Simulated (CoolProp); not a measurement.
Saturation properties of R22.

Computed with CoolProp (reference Helmholtz-energy equation of state, Kamei 1995).

| T (K) | p (bar) | liquid cp (kJ/(kg K)) | vapour Z | liquid viscosity (µPa s) | vapour viscosity (µPa s) | liquid conductivity (mW/(m K)) |
|---|---|---|---|---|---|---|
| 211 | 0.3311 | 1.070 | 0.9838 | 394 | 9.66 | 124 |
| 219.1 | 0.5216 | … | 0.9776 | 348 | … | … |
| 227.1 | 0.7875 | 1.083 | 0.9700 | 309 | 10.4 | 116 |
| 235.2 | 1.156 | 1.093 | 0.9607 | 276 | 10.8 | 113 |
| 243.3 | 1.649 | 1.105 | 0.9498 | 248 | 11.2 | 109 |
| 251.3 | 2.283 | 1.119 | 0.9372 | 224 | 11.6 | 105 |
| 259.4 | 3.101 | 1.136 | 0.9225 | 202 | 12.0 | … |
| 267.5 | 4.126 | 1.154 | 0.9059 | 183 | … | 98.1 |
| 275.5 | … | 1.176 | 0.8875 | 166 | 12.8 | 94.6 |
| 283.6 | 6.902 | 1.201 | 0.8666 | 151 | 13.2 | 91.0 |

### Question
Fill in the missing entries.

### Answer

- 219.1, liquid cp (kJ/(kg K)): 1.076
- 219.1, vapour viscosity (µPa s): 10.0
- 219.1, liquid conductivity (mW/(m K)): 120
- 259.4, liquid conductivity (mW/(m K)): 102
- 267.5, vapour viscosity (µPa s): 12.4
- 275.5, p (bar): 5.372

It boils at 232.3 K under 1 atm.

Viscosity comes from a separate model (Bell 2016), an estimate that may be off by 10 % or more. Thermal conductivity comes from a separate model (McLinden 2000), an estimate that may be off by 10 % or more.
